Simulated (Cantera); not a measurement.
Input (Python, Cantera) and output of one run.

```python
import numpy as np
import cantera as ct

gas_names = """
    CL CL2 H HCL H2 Si SiCL SiCL2 SiCL3 SiCL4 SiH SiHCL3 SiH2 SiH2CL2 SiH3 SiH3CL SiH4 Si2 Si3
""".split()
cond_names = """
    Si(cr) Si(L)
""".split()


# ... load() reads the species with a 1 bar reference pressure and builds the phases ...
atoms = {
    'Si': {'Si': 1},
    'HCl': {'H': 1, 'CL': 1},
    'H2': {'H': 2},
}
top_T = {}  # K; cautious upper limits of use, not melting points


# ... equilibrate(T, P, feed) seeds the gas with the atoms and calls Mixture.equilibrate('TP', solver="vcs", rtol=1e-11, max_steps=5000) ...
results = []
feed = {'Si': 1, 'HCl': 0.83, 'H2': 13}  # mol
T = 925  # K
for P in [10000, 20000, 42000, 85000, 170000, 350000, 720000, 1500000, 3000000]:
    mix = equilibrate(T, P, feed)
    results.append((T, P, feed, dict(zip(mix.species_names, mix.species_moles))))

top = {s: max(r[3][s] / sum(r[3][g] for g in gas_names) for r in results) for s in gas_names}
cols = sorted((s for s in top if top[s] > 0.001), key=lambda s: -top[s])[:7]
seen = [c for c in cond_names if any(r[3].get(c, 0) > 1e-12 for r in results)]
print("log10 of partial pressures in bar; condensed amounts in mol")
print(f"{'P/Pa':>10s}" + "".join(f"{s[:9]:>10s}" for s in cols + seen))
for T, P, feed, n in results:
    ng = sum(n[g] for g in gas_names)
    print(f"{P:10.4g}" + "".join(f"{np.log10(max(n[s] / ng * P / 1e5, 1e-99)):10.3f}" for s in cols)
          + "".join(f"{n.get(c, 0):10.4g}" for c in seen))
```

It prints:

```
log10 of partial pressures in bar; condensed amounts in mol
      P/Pa        H2    SiHCL3     SiCL4       HCL   SiH2CL2    Si(cr)
     1e+04    -1.009    -3.252    -3.032    -3.229    -4.480    0.7905
     2e+04    -0.708    -2.890    -2.751    -3.008    -4.038    0.7836
   4.2e+04    -0.386    -2.509    -2.457    -2.773    -3.568    0.7761
   8.5e+04    -0.079    -2.151    -2.184    -2.552    -3.126    0.7689
   1.7e+05     0.222    -1.805    -1.923    -2.336    -2.694    0.7617
   3.5e+05     0.535    -1.450    -1.659    -2.114    -2.249    0.7538
   7.2e+05     0.848    -1.102    -1.404    -1.893    -1.808    0.7454
   1.5e+06     1.167    -0.756    -1.155    -1.672    -1.365    0.7362
     3e+06     1.468    -0.436    -0.929    -1.465    -0.951    0.7267
```

Equilibrium computed with Cantera from the NASA thermochemical tables; the gas is ideal and each condensed phase is pure. The tables' values for SiCl3 are old estimates; treat these amounts as uncertain.
